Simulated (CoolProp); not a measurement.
Vapour pressure (kPa) of R134a: the reference equation beside estimates from Tc = 374.2 K, pc = 4059 kPa, ω = 0.327. Clausius-Clapeyron is anchored at 290.7 K with a constant enthalpy of vaporisation of 18.82 kJ/mol.

Model: reference Helmholtz-energy equation of state, Tillner-Roth 1994, in CoolProp.

| T (K) | reference | Lee-Kesler | Clausius-Clapeyron | van der Waals | Redlich-Kwong | Soave-Redlich-Kwong | Peng-Robinson |
|---|---|---|---|---|---|---|---|
| 272.9 | 290.2 | 291.3 | 318.7 | 999.6 | 496.9 | 291.1 | 289.1 |
| 278.9 | 358.9 | 360.7 | 381.0 | 1112 | 589.7 | 360.7 | 357.6 |
| 284.8 | 437.9 | 440.5 | 450.7 | 1230 | 692.4 | (withheld) | 436.5 |
| 290.7 | 529.6 | 533.0 | 529.6 | 1356 | (withheld) | 534.3 | 528.2 |
| 296.7 | 637.1 | 641.2 | (withheld) | 1493 | (withheld) | 643.8 | 635.7 |
| 302.6 | (withheld) | 762.8 | 719.3 | 1635 | 1077 | 767.1 | 757.1 |
| 308.5 | 895.6 | 900.8 | 829.9 | 1786 | 1231 | 907.4 | 895.2 |
| 314.5 | 1054 | 1059 | 954.6 | 1947 | 1403 | 1069 | 1054 |
| 320.4 | 1229 | 1235 | 1090 | 2115 | 1588 | 1248 | 1231 |
| 326.3 | 1425 | 1431 | 1238 | 2291 | 1787 | 1448 | 1429 |
| 332.3 | 1648 | 1653 | 1404 | 2479 | 2007 | 1675 | 1654 |
| 338.2 | 1892 | 1896 | 1581 | 2674 | 2241 | (withheld) | 1901 |
| 344.2 | 2167 | 2171 | 1776 | 2880 | 2496 | 2201 | 2179 |
| 350.1 | 2466 | 2471 | 1984 | 3093 | 2764 | 2503 | 2482 |
| 356 | 2797 | 2802 | 2209 | 3315 | 3052 | 2834 | 2815 |

Problem. Some entries are withheld; supply them.

Solution. 
- 284.8, Soave-Redlich-Kwong: 441.0
- 290.7, Redlich-Kwong: 807.0
- 296.7, Clausius-Clapeyron: 619.9
- 296.7, Redlich-Kwong: 936.4
- 302.6, reference: 758.1
- 338.2, Soave-Redlich-Kwong: 1923

Absolute difference from the reference over all 15 rows, mean and median: Lee-Kesler 0.4 and 0.5 %, Clausius-Clapeyron 10.5 and 9.8 %, van der Waals 101.8 and 84.7 %, Redlich-Kwong 35.8 and 33.1 %, Soave-Redlich-Kwong 1.2 and 1.3 %, Peng-Robinson 0.3 and 0.3 %.
